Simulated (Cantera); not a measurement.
Input (Python, Cantera) and output of one run.

```python
import numpy as np
import cantera as ct

gas_names = [...]  # 110 gases of nasa_gas.yaml made of C, F, H
cond_names = """
    C(gr) C6H6(L) C7H8(L) C8H18(L),n-octa
""".split()


# ... load() reads the species with a 1 bar reference pressure and builds the phases ...
atoms = {
    'CHF3': {'C': 1, 'H': 1, 'F': 3},
    'H2': {'H': 2},
}
top_T = {'C(gr)': 4500}  # K; cautious upper limits of use, not melting points


# ... equilibrate(T, P, feed) seeds the gas with the atoms and calls Mixture.equilibrate('TP', solver="gibbs", rtol=1e-10, max_steps=50000) ...
results = []
feed = {'CHF3': 1, 'H2': 0.21}  # mol
P = 1333.22  # Pa
for T in [2000, 2500, 3000, 3500, 4000, 4500, 5000]:
    mix = equilibrate(T, P, feed)
    results.append((T, P, feed, dict(zip(mix.species_names, mix.species_moles))))

top = {s: max(r[3][s] / sum(r[3][g] for g in gas_names) for r in results) for s in gas_names}
cols = sorted((s for s in top if top[s] > 0.0001), key=lambda s: -top[s])[:8]
seen = [c for c in cond_names if any(r[3].get(c, 0) > 1e-12 for r in results)]
print("log10 of partial pressures in bar; condensed amounts in mol")
print(f"{'T/K':>10s}" + "".join(f"{s[:9]:>10s}" for s in cols + seen))
for T, P, feed, n in results:
    ng = sum(n[g] for g in gas_names)
    print(f"{T:10.4g}" + "".join(f"{np.log10(max(n[s] / ng * P / 1e5, 1e-99)):10.3f}" for s in cols)
          + "".join(f"{n.get(c, 0):10.4g}" for c in seen))
```

Result:

```
log10 of partial pressures in bar; condensed amounts in mol
       T/K        HF         F         H         C       CF4       CF2        CF        C3     C(gr)
      2000    -1.997    -3.600    -7.361   -10.517    -2.613    -3.259    -5.934   -10.557    0.5738
      2500    -2.139    -2.394    -5.624    -6.779    -4.417    -2.733    -3.880    -6.304    0.6005
      3000    -2.223    -2.230    -3.805    -4.295    -8.180    -3.678    -3.166    -3.506    0.5426
      3500    -2.565    -2.177    -2.716    -3.111   -11.716    -5.078    -3.317    -3.287         0
      4000    -3.412    -2.139    -2.484    -2.674   -14.826    -6.588    -3.886    -4.479         0
      4500    -4.255    -2.133    -2.461    -2.618   -17.619    -8.095    -4.639    -6.258         0
      5000    -4.951    -2.132    -2.458    -2.611   -19.907    -9.349    -5.287    -7.799         0
```

Cantera equilibrium calculation (NASA polynomials, part measured and part estimated; ideal gas, pure solids and liquids). Gases not in the tables: C2F6 and larger saturated fluorocarbons.
